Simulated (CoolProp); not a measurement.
Vapour-liquid equilibrium of n-hexane (1) + toluene (2) at 451.2 K; x and y are mole fractions of (1).

The numbers come from the multi-fluid Helmholtz-energy mixture model, Thol 2019 and Lemmon 2006; pair parameters Bell 2016 in CoolProp.

**Question.** Give the bubble pressure and the first vapour's composition at x = 0.35, 0.425, 0.8. Is there an azeotrope?

**Answer.** x = 0.35: 0.8064 MPa, y = 0.545; x = 0.425: 0.8620 MPa, y = 0.611; x = 0.8: 1.122 MPa, y = 0.873. No azeotrope shows between x = 0.05 and 0.95.

Pair parameters are fitted to limited data, so mixtures are less certain than the pure fluids.
